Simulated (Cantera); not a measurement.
Input: 1 mol Si, 3.4 mol Cl2, 27 mol H2, at 8.80e-5 bar.

These are equilibrium values from Cantera (NASA tables, ideal gas, pure condensed phases), not measurements of a reactor. Candidate condensed phases: Si; 19 gas species. The tables' values for SiCl3 are old estimates; treat these amounts as uncertain. The numbers say what is thermodynamically allowed, not how fast it happens. All values below are at 1173 K.

Base state: H2 0.813, HCl 0.154, SiCl2 0.0299, SiCl3 0.00181, SiCl4 0.00108, SiHCl3 0.000133, H 1.13e-5 (mole fractions); condensed: gas only.

Question: What changes in the equilibrium state with this change: pressure from 8.80e-5 bar to 0.00400 bar?

Answer: 
```tsv
species	before	after
H2	0.813	0.840
HCl	0.154	0.126
SiCl4	0.00108	0.0140
SiCl2	0.0299	0.0130
SiH2Cl2	2.09e-6	4.28e-5
SiHCl3	0.000133	0.00216
```
